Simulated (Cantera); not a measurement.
# Stirred combustor or abatement burner

A perfectly stirred reactor is fed with 13.9 % CH₃OH, 15.9 % O₂, 60.1 % N₂, 10.1 % CO₂, at 0.582 atm; it is adiabatic with a 325 K inlet, and is followed from long to short residence time, starting on the burning branch (τ in s: 0.32, 0.14, 0.061, 0.027, 0.012, 0.0051, 0.0022, 0.00097, 0.00042, 0.00018, 8.1e-05, 3.5e-05, 1.5e-05).

Computed with Cantera and GRI-Mech 3.0 (53 species, 325 reactions). GRI-Mech 3.0 was tuned for natural gas; its chemistry of methanol as a main component is partial and can be far from experiment.

```json
[
 {"τ (s)": "0.32", "T (K)": "1882", "x CH₃OH": "1.19e-6", "x O₂": "0.000268", "x CO₂": "0.150", "x C₂H₆": "<1e-12", "x CH₂O": "1.03e-6", "x H": "0.00144", "x CH₄": "2.50e-7"},
 {"τ (s)": "0.14", "T (K)": "1872", "x CH₃OH": "1.95e-6", "x O₂": "0.000500", "x CO₂": "0.150", "x C₂H₆": "1.33e-12", "x CH₂O": "1.68e-6", "x H": "0.00204", "x CH₄": "3.30e-7"},
 {"τ (s)": "0.061", "T (K)": "1859", "x CH₃OH": "3.25e-6", "x O₂": "0.000898", "x CO₂": "0.149", "x C₂H₆": "3.71e-12", "x CH₂O": "2.78e-6", "x H": "0.00286", "x CH₄": "4.92e-7"},
 {"τ (s)": "0.027", "T (K)": "1840", "x CH₃OH": "5.52e-6", "x O₂": "0.00151", "x CO₂": "0.148", "x C₂H₆": "1.16e-11", "x CH₂O": "4.64e-6", "x H": "0.00392", "x CH₄": "8.14e-7"},
 {"τ (s)": "0.012", "T (K)": "1816", "x CH₃OH": "9.66e-6", "x O₂": "0.00239", "x CO₂": "0.147", "x C₂H₆": "4.11e-11", "x CH₂O": "7.94e-6", "x H": "0.00523", "x CH₄": "1.50e-6"},
 {"τ (s)": "0.0051", "T (K)": "1785", "x CH₃OH": "1.83e-5", "x O₂": "0.00358", "x CO₂": "0.146", "x C₂H₆": "1.77e-10", "x CH₂O": "1.46e-5", "x H": "0.00683", "x CH₄": "3.20e-6"},
 {"τ (s)": "0.0022", "T (K)": "1753", "x CH₃OH": "3.67e-5", "x O₂": "0.00505", "x CO₂": "0.144", "x C₂H₆": "8.44e-10", "x CH₂O": "2.83e-5", "x H": "0.00835", "x CH₄": "7.44e-6"},
 {"τ (s)": "0.00097", "T (K)": "1719", "x CH₃OH": "7.85e-5", "x O₂": "0.00701", "x CO₂": "0.141", "x C₂H₆": "4.52e-9", "x CH₂O": "5.87e-5", "x H": "0.00935", "x CH₄": "1.85e-5"},
 {"τ (s)": "0.00042", "T (K)": "1675", "x CH₃OH": "0.000202", "x O₂": "0.0108", "x CO₂": "0.136", "x C₂H₆": "3.50e-8", "x CH₂O": "0.000147", "x H": "0.00900", "x CH₄": "5.47e-5"},
 {"τ (s)": "0.00018", "T (K)": "325", "x CH₃OH": "0.139", "x O₂": "0.159", "x CO₂": "0.101", "x C₂H₆": "<1e-12", "x CH₂O": "<1e-12", "x H": "<1e-12", "x CH₄": "<1e-12"},
 {"τ (s)": "8.1e-5", "T (K)": "325", "x CH₃OH": "0.139", "x O₂": "0.159", "x CO₂": "0.101", "x C₂H₆": "<1e-12", "x CH₂O": "<1e-12", "x H": "<1e-12", "x CH₄": "<1e-12"},
 {"τ (s)": "3.5e-5", "T (K)": "325", "x CH₃OH": "0.139", "x O₂": "0.159", "x CO₂": "0.101", "x C₂H₆": "<1e-12", "x CH₂O": "<1e-12", "x H": "<1e-12", "x CH₄": "<1e-12"},
 {"τ (s)": "1.5e-5", "T (K)": "325", "x CH₃OH": "0.139", "x O₂": "0.159", "x CO₂": "0.101", "x C₂H₆": "<1e-12", "x CH₂O": "<1e-12", "x H": "<1e-12", "x CH₄": "<1e-12"}
]
```
x: mole fraction; the columns are a selection and need not sum to one.
